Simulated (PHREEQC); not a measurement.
PHREEQC input (ion-association model, wateq4f.dat):

```
SOLUTION_MASTER_SPECIES
  An  An-  0  An  62.0  # stands for a non-complexing anion
SOLUTION_SPECIES
  An- = An-
    -log_k 0
    -gamma 3.0 0
PHASES
  Fix_H+
    H+ = H+
    -log_k 0
SOLUTION 1
  temp 25
  units mmol/kgw
  pH 7 charge
  B 4.3e-05
  Na 50
  An 50
END
SELECTED_OUTPUT 1
  -reset false
  -pH true
  -pe true
  -ionic_strength true
  -water true
  -totals B Na
  -molalities Hfo_wOH Hfo_wOH2+ Hfo_wO- Hfo_sOH Hfo_sOH2+ Hfo_sO- Hfo_wH2BO3
USER_PUNCH 1
  -headings sigma psi
  10 PUNCH EDL("sigma", "Hfo"), EDL("psi", "Hfo")
PRINT
  -reset false
USE solution 1
SURFACE 1
  Hfo_wOH 2.47191e-05 600 0.011
  Hfo_sOH 6.17978e-07
EQUILIBRIUM_PHASES 1
  Fix_H+ -4 HAn 10
    -force_equality true
  O2(g) -0.68 10
END
# ... the last block is repeated for the other 12 points of pH, with NaOH or the acid as the point needs
```

Selected output (columns that matter, 13 of 13 rows; pH added in front):

```
pH	mu	B	Na	m_Hfo_wOH	m_Hfo_wOH2+	m_Hfo_wO-	m_Hfo_sOH	m_Hfo_sOH2+	m_Hfo_sO-	m_Hfo_wH2BO3	sigma	psi
4	0.050127	4.2999e-08	0.05	5.0572e-06	1.9632e-05	2.9844e-08	1.2643e-07	4.908e-07	7.4609e-10	9.1859e-13	0.29375	0.15978
4.5	0.050045	4.2998e-08	0.05	8.6082e-06	1.6005e-05	1.0607e-07	2.1521e-07	4.0012e-07	2.6516e-09	1.5635e-12	0.23825	0.14911
5	0.050018	4.2998e-08	0.05	1.2118e-05	1.2329e-05	2.7284e-07	3.0294e-07	3.0822e-07	6.821e-09	2.2008e-12	0.18067	0.13502
5.5	0.050008	4.2997e-08	0.05	1.4945e-05	9.2191e-06	5.5502e-07	3.7363e-07	2.3048e-07	1.3875e-08	2.7138e-12	0.12984	0.1183
6	0.050004	4.2997e-08	0.05	1.689e-05	6.8795e-06	9.4991e-07	4.2224e-07	1.7199e-07	2.3748e-08	3.0654e-12	0.08886	0.099386
6.5	0.050002	4.2997e-08	0.05	1.8044e-05	5.256e-06	1.4191e-06	4.511e-07	1.314e-07	3.5477e-08	3.2697e-12	0.057499	0.078422
7	0.050001	4.2997e-08	0.05	1.8634e-05	4.1837e-06	1.9013e-06	4.6585e-07	1.0459e-07	4.7533e-08	3.36e-12	0.034204	0.055532
7.5	0.050001	4.2997e-08	0.05	1.8891e-05	3.4761e-06	2.3519e-06	4.7228e-07	8.6902e-08	5.8799e-08	3.354e-12	0.016846	0.031067
8	0.050001	4.2997e-08	0.050001	1.8973e-05	2.9696e-06	2.7769e-06	4.7432e-07	7.424e-08	6.9422e-08	3.2125e-12	0.002888	0.0056452
8.5	0.050004	4.2997e-08	0.050005	1.8943e-05	2.5396e-06	3.2368e-06	4.7357e-07	6.3491e-08	8.0919e-08	2.7976e-12	-0.010447	-0.019955
9	0.050013	4.2998e-08	0.050014	1.8777e-05	2.1044e-06	3.838e-06	4.6942e-07	5.261e-08	9.5951e-08	1.9751e-12	-0.02598	-0.04493
9.5	0.050041	4.2999e-08	0.050042	1.8358e-05	1.6329e-06	4.7281e-06	4.5895e-07	4.0823e-08	1.182e-07	1.011e-12	-0.046384	-0.06857
10	0.050126	4.3e-08	0.050128	1.7481e-05	1.1497e-06	6.0887e-06	4.3702e-07	2.8743e-08	1.5222e-07	3.84e-13	-0.074015	-0.090392
```

Complexes and solids missing from the database can't appear.
